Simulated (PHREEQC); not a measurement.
A solution holds 0.018 mol/kgw LiOH, 6e-06 mol/kgw CO2 and 0.00064 mol/kgw Na2CO3, at 25 °C. Closed to the air; pH follows from the charge balance.

Computed with PHREEQC (ion-association model, wateq4f.dat).

Each row changes one thing in this solution. Precipitation was switched off in this run.

```csv
case,pH,ionic strength (mol/kgw),NaCO3- (mol/kgw),HCO3- (mol/kgw),NaHCO3 (mol/kgw),SI of Nahcolite (NaHCO3),SI of Natron (Na2CO3:10H2O)
as made,12.19,0.0199,8.76e-6,5.80e-6,3.15e-9,-7.70,-8.03
0.00043 mol/kgw HBr added,12.18,0.0199,8.76e-6,5.94e-6,3.23e-9,-7.69,-8.03
diluted 5-fold with water,11.53,0.00398,4.46e-7,6.36e-6,7.98e-10,?,-9.96
temperature from 25 to 35 °C,11.88,0.0199,1.39e-5,9.79e-6,5.28e-9,-7.57,-8.42
CO2 left out,12.19,0.0199,8.68e-6,5.74e-6,3.12e-9,?,-8.04
```

What belongs in the gaps?


- diluted 5-fold with water, SI of Nahcolite (NaHCO3): -8.30
- CO2 left out, SI of Nahcolite (NaHCO3): -7.71
